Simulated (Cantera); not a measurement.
Charge: 1 mol Si3N4, 0.031 mol N2O, a varied amount of H2, held at 1.33 mbar.

Cantera equilibrium calculation (NASA polynomials, part measured and part estimated; ideal gas, pure solids and liquids). Candidate condensed phases: H2O, Si, SiO2, Si2N2O, Si3N4; 35 gas species. Equilibrium is a limit: real reactors are often held back by kinetics, nucleation or transport.

### Question
What condenses at these points (T in K, n(H2) in mol): (2023, 29); (1873, 19); (2023, 69); (1773, 600); (1873, 110)?

### Answer
```
T (K)  n(H2) in mol  condensed phases  Si condensed (%)
-----  ------------  ----------------  ----------------
2023             29                Si              48.7
1873             19                Si              93.9
2023             69          gas only               0.0
1773            600                Si              64.2
1873            110                Si              72.2
```
